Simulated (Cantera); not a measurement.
Charge: 1 mol Si, 0.59 mol NF3, at 427 °C and 0.0133 bar.

These are equilibrium values from Cantera (NASA tables, ideal gas, pure condensed phases), not measurements of a reactor. Candidate condensed phases: Si, Si3N4; 16 gas species. Equilibrium is a limit: real reactors are often held back by kinetics, nucleation or transport.

Base state: SiF4 1.000 (mole fractions); condensed: Si(s) + Si3N4(s).

What changes in the equilibrium state with this change: NF3 from 0.59 to 5.8 mol?


```
species        before    after
-------------  ------  -------
NF3             <1e-9    0.355
F2              <1e-9    0.318
N2              <1e-9    0.192
SiF4            1.000    0.127
F               <1e-9  0.00704
Si(s), mol      0.115        0
Si3N4(s), mol   0.147        0
```

What changes in the equilibrium state with this change: NF3 from 0.59 to 1 mol?


| species | before | after |
|---|---|---|
| SiF4 | 1.000 | 0.692 |
| N2 | <1e-9 | 0.308 |
| Si(s), mol | 0.115 | 0 |
| Si3N4(s), mol | 0.147 | 0.0833 |
